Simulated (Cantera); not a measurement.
A Cantera script and what it prints.

```python
import numpy as np
import cantera as ct

gas_names = """
    C CO CO2 C2 C2O C3 C3O2 C4 C5 Fe FeC5O5 FeO O O2 O3
""".split()
cond_names = """
    C(gr) Fe(a) Fe(c) Fe(d) Fe(L) FeC5O5(L) FeO(s) FeO(L) Fe2O3(s) Fe3O4(s)
""".split()


def load(file, names, dense=False):
    # The tables refer to 1 bar. Condensed volumes are neglected.
    table = {s.name: s for s in ct.Species.list_from_file(file)}
    out = []
    for n in names:
        d = dict(table[n].input_data)
        d["thermo"] = dict(d["thermo"], **{"reference-pressure": 1e5})
        if dense:
            d["equation-of-state"] = {"model": "constant-volume", "density": "1e6 g/cm^3"}
        out.append(ct.Species.from_dict(d))
    return out


gas = ct.Solution(thermo="ideal-gas", species=load("nasa_gas.yaml", gas_names))
cond = {s.name: ct.Solution(thermo="fixed-stoichiometry", species=[s], name=s.name)
        for s in load("nasa_condensed.yaml", cond_names, dense=True)}
atoms = {
    'Fe2O3': {'Fe': 2, 'O': 3},
    'C': {'C': 1},
    'CO': {'C': 1, 'O': 1},
}
top_T = {'C(gr)': 4500, 'Fe2O3(s)': 1830, 'Fe3O4(s)': 1870}  # K; cautious upper limits of use, not melting points


def equilibrate(T, P, feed):
    n = {}
    for name, mol in feed.items():
        for a, k in atoms[name].items():
            n[a] = n.get(a, 0.0) + k * mol
    gas.TPX = T, P, n
    mass = sum(n.values()) * gas.mean_molecular_weight
    gas.equilibrate("TP")
    valid = [c for c in cond.values() if c.min_temp <= T <= top_T.get(c.name, c.max_temp)]
    mix = ct.Mixture([(gas, mass / gas.mean_molecular_weight)] + [(c, 0.0) for c in valid])
    mix.T, mix.P = T, P
    mix.equilibrate("TP", solver="vcs", rtol=1e-11, max_steps=5000)
    return mix


results = []
feed = {'Fe2O3': 1, 'C': 6.4, 'CO': 0.25}  # mol
P = 101325  # Pa
for T in [1223, 1323, 1423, 1523, 1623, 1723, 1823, 1923, 2023, 2123, 2223, 2323, 2423, 2523]:
    mix = equilibrate(T, P, feed)
    results.append((T, P, feed, dict(zip(mix.species_names, mix.species_moles))))

top = {s: max(r[3][s] / sum(r[3][g] for g in gas_names) for r in results) for s in gas_names}
cols = sorted((s for s in top if top[s] > 0.0001), key=lambda s: -top[s])[:7]
seen = [c for c in cond_names if any(r[3].get(c, 0) > 1e-12 for r in results)]
print("log10 of partial pressures in bar; condensed amounts in mol")
print(f"{'T/K':>10s}" + "".join(f"{s[:9]:>10s}" for s in cols + seen))
for T, P, feed, n in results:
    ng = sum(n[g] for g in gas_names)
    print(f"{T:10.4g}" + "".join(f"{np.log10(max(n[s] / ng * P / 1e5, 1e-99)):10.3f}" for s in cols)
          + "".join(f"{n.get(c, 0):10.4g}" for c in seen))
```

Result:

```
log10 of partial pressures in bar; condensed amounts in mol
       T/K        CO        Fe       CO2     C(gr)     Fe(c)     Fe(d)     Fe(L)
      1223    -0.000    -9.976    -1.862     3.443         2         0         0
      1323     0.004    -8.682    -2.395     3.413         2         0         0
      1423     0.005    -7.574    -2.856     3.404         2         0         0
      1523     0.005    -6.615    -3.254     3.402         2         0         0
      1623     0.006    -5.777    -3.601     3.401         2         0         0
      1723     0.006    -5.040    -3.906       3.4         0         2         0
      1823     0.006    -4.390    -4.175       3.4         0         0         2
      1923     0.006    -3.830    -4.414       3.4         0         0         2
      2023     0.006    -3.327    -4.628       3.4         0         0     1.998
      2123     0.005    -2.875    -4.821       3.4         0         0     1.996
      2223     0.004    -2.466    -4.997       3.4         0         0     1.989
      2323     0.002    -2.095    -5.158       3.4         0         0     1.974
      2423    -0.002    -1.756    -5.309       3.4         0         0     1.943
      2523    -0.010    -1.446    -5.455       3.4         0         0     1.881
```

These are equilibrium values from Cantera (NASA tables, ideal gas, pure condensed phases), not measurements of a reactor. Iron dissolves carbon and melts from about 1420 K in contact with it, which pure phases cannot show. Condensed phases not in the tables: cementite and carbon dissolved in iron.
